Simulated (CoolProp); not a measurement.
Vapour-liquid equilibrium of isohexane (1) + n-hexane (2) at 0.0283 MPa; x and y are mole fractions of (1).

Values from CoolProp's multi-fluid Helmholtz-energy mixture model, Lemmon 2006 and Thol 2019; pair parameters Bell 2016.

| x | bubble temperature (K) | y at the bubble point | dew temperature at overall composition x (K) | liquid density (mol/L) |
|---|---|---|---|---|
| 0.05 | 305.7 | 0.069 | 305.8 | 7.514 |
| 0.2 | 304.3 | 0.260 | 304.7 | 7.517 |
| 0.35 | 302.9 | 0.430 | 303.5 | 7.520 |
| 0.5 | 301.7 | 0.581 | 302.3 | 7.522 |
| 0.65 | 300.5 | 0.718 | 301.1 | 7.523 |
| 0.8 | 299.5 | 0.844 | 299.8 | 7.524 |
| 0.95 | 298.5 | 0.962 | 298.6 | 7.525 |

No azeotrope shows between x = 0.05 and 0.95.

Pair parameters are fitted to limited data, so mixtures are less certain than the pure fluids.
